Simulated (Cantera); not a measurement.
A perfectly stirred reactor is fed with 94.0 % N2O, 6.02 % H2O, at 26.3 Torr; it is held at 1623 K, and followed from long to short residence time.

Computed with Cantera and GRI-Mech 3.0 (53 species, 325 reactions). GRI-Mech 3.0 was tuned for natural gas; its chemistry of N2O as a main component is partial and can be far from experiment. Radical loss at walls, strong at low pressure, is not modelled. The temperature is held fixed by assumption; the heat of reaction is taken as removed at once.

Problem. Predict: x(N2O) at τ = 17.0 s; x(H2O) at τ = 17.0 s; x(H) at τ = 17.0 s; x(NO2) at τ = 17.0 s; x(NO) at τ = 17.0 s; x(N2O) at τ = 0.130 s; x(H2O) at τ = 0.130 s; x(H) at τ = 0.130 s; x(NO2) at τ = 0.130 s; x(NO) at τ = 0.130 s.

Solution. 
- x(N2O) at τ = 17.0 s = 0.00459
- x(H2O) at τ = 17.0 s = 0.0407
- x(H) at τ = 17.0 s = 2.58e-6
- x(NO2) at τ = 17.0 s = 5.58e-5
- x(NO) at τ = 17.0 s = 0.110
- x(N2O) at τ = 0.130 s = 0.330
- x(H2O) at τ = 0.130 s = 0.0473
- x(H) at τ = 0.130 s = 2.37e-6
- x(NO2) at τ = 0.130 s = 0.000459
- x(NO) at τ = 0.130 s = 0.0970
